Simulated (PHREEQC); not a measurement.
Solution (25 °C): 0.00021 mol NaBF4 per kg of water. Closed to the air; pH follows from the charge balance.

Model: ion-association model, wateq4f.dat, run in PHREEQC.

This is a speciation only: nothing precipitates in the calculation.

**Question.** Order these F species by the share of F that they hold, largest first: BF2(OH)2-, HF, F-, HF2-.

**Answer.** F- (66 %), HF (33 %), BF2(OH)2- (0.22 %), HF2- (0.14 %)

The pH is 3.47 and the ionic strength 0.000560 mol/kgw. Complexes and solids missing from the database can't appear. Real BF4- forms and hydrolyses slowly; the run takes it at equilibrium.
